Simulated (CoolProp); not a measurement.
Model: reference Helmholtz-energy equation of state, Rui 2013, in CoolProp.

Q: For R236EA, give the phase and the expansivity (1/kK), Prandtl number, fugacity coefficient at 338.4 K and 60 bar; 398.9 K and 60 bar.

A: 
- 338.4 K and 60 bar: liquid; expansivity 2.58, Prandtl number 4.81, fugacity coefficient 0.123
- 398.9 K and 60 bar: liquid; expansivity 5.33, Prandtl number 3.53, fugacity coefficient 0.360

Viscosity comes from a separate model (Huber 2003), an estimate that may be off by 10 % or more. Thermal conductivity comes from a separate model (Huber 2003), an estimate that may be off by 10 % or more.
